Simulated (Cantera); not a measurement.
## N2O furnace oxynitridation

An isothermal, constant-pressure homogeneous reactor starts with 20.4 % N2O, 0.153 % H2, 79.5 % N2, at 1075 K and 135 Torr.

Cantera simulation using GRI-Mech 3.0 (53 species, 325 reactions); the numbers are that mechanism's predictions, not measurements. GRI-Mech 3.0 was tuned for natural gas; its chemistry of N2O as a main component is partial and can be far from experiment. The mechanism lacks the step 2 NO + O2 → 2 NO2, which can matter for NO2 below about 1400 K. The temperature is held fixed by assumption; the heat of reaction is taken as removed at once.

```json
[
 {"t (s)": "2.00e-5", "x N2O": "0.204", "x H2": "0.00153", "x O2": "5.58e-10", "x NO2": "<1e-12", "x O": "1.51e-8", "x H2O2": "<1e-12", "x H2O": "5.47e-12"},
 {"t (s)": "0.000112", "x N2O": "0.204", "x H2": "0.00153", "x O2": "1.53e-8", "x NO2": "<1e-12", "x O": "6.85e-8", "x H2O2": "<1e-12", "x H2O": "1.05e-9"},
 {"t (s)": "0.000632", "x N2O": "0.204", "x H2": "0.00153", "x O2": "2.59e-7", "x NO2": "<1e-12", "x O": "1.55e-7", "x H2O2": "<1e-12", "x H2O": "1.35e-7"},
 {"t (s)": "0.00356", "x N2O": "0.204", "x H2": "0.00152", "x O2": "1.99e-6", "x NO2": "7.90e-11", "x O": "1.63e-7", "x H2O2": "5.38e-11", "x H2O": "6.67e-6"},
 {"t (s)": "0.0200", "x N2O": "0.204", "x H2": "0.00138", "x O2": "1.26e-5", "x NO2": "3.19e-8", "x O": "1.70e-7", "x H2O2": "5.62e-9", "x H2O": "0.000149"},
 {"t (s)": "0.112", "x N2O": "0.203", "x H2": "0.000606", "x O2": "8.03e-5", "x NO2": "5.46e-7", "x O": "1.88e-7", "x H2O2": "8.67e-9", "x H2O": "0.000920"},
 {"t (s)": "0.632", "x N2O": "0.201", "x H2": "4.56e-5", "x O2": "0.000466", "x NO2": "7.28e-6", "x O": "1.99e-7", "x H2O2": "9.89e-10", "x H2O": "0.00148"},
 {"t (s)": "3.56", "x N2O": "0.196", "x H2": "1.28e-8", "x O2": "0.00260", "x NO2": "1.92e-5", "x O": "1.95e-7", "x H2O2": "2.18e-10", "x H2O": "0.00152"},
 {"t (s)": "20.0", "x N2O": "0.171", "x H2": "9.81e-10", "x O2": "0.0135", "x NO2": "2.39e-5", "x O": "1.89e-7", "x H2O2": "2.35e-10", "x H2O": "0.00151"}
]
```
x: mole fraction; the columns are a selection and need not sum to one.

Equilibrium at this temperature and pressure: N2O 1.68e-9, H2 7.62e-12, O2 0.0918, NO2 4.45e-7, O 9.43e-10, H2O2 1.23e-12, H2O 0.00139 (gas phase only).
